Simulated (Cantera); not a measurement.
Gas mixture: H2 : C3H8 = 0.57 : 0.92 (molar parts), at 5.00 bar, frozen composition.

Cantera's kinetic-theory transport with the Lennard-Jones parameters of GRI-Mech 3.0, ideal gas; thermal conductivity in the multicomponent form. The composition is frozen, though it would react at the higher temperatures.

D: mixture-averaged diffusion coefficient of that species in the mixture.

```tsv
T (K)	ρ (kg/m³)	cp (J/kg/K)	μ (µPa s)	λ (mW/m/K)	Pr	D (cm²/s) CH3	D (cm²/s) C2H2	D (cm²/s) O
400	4.21	2475	11.6	60.5	0.473	0.0637	0.0468	0.0885
550	3.06	3064	15.2	88.1	0.528	0.113	0.0839	0.155
700	2.41	3549	18.4	116	0.562	0.172	0.129	0.234
850	1.98	3941	21.4	145	0.581	0.241	0.181	0.325
1000	1.68	4263	24.1	173	0.594	0.317	0.240	0.428
1150	1.46	4500	___	___	0.600	___	___	___
1300	1.30	4709	___	___	0.604	___	___	___
```

Task: What belongs in the gaps?

Result: 
- 1150, μ (µPa s): 26.6
- 1150, λ (mW/m/K): 199
- 1150, D (cm²/s) CH3: 0.402
- 1150, D (cm²/s) C2H2: 0.305
- 1150, D (cm²/s) O: 0.541
- 1300, μ (µPa s): 29.0
- 1300, λ (mW/m/K): 226
- 1300, D (cm²/s) CH3: 0.495
- 1300, D (cm²/s) C2H2: 0.375
- 1300, D (cm²/s) O: 0.664
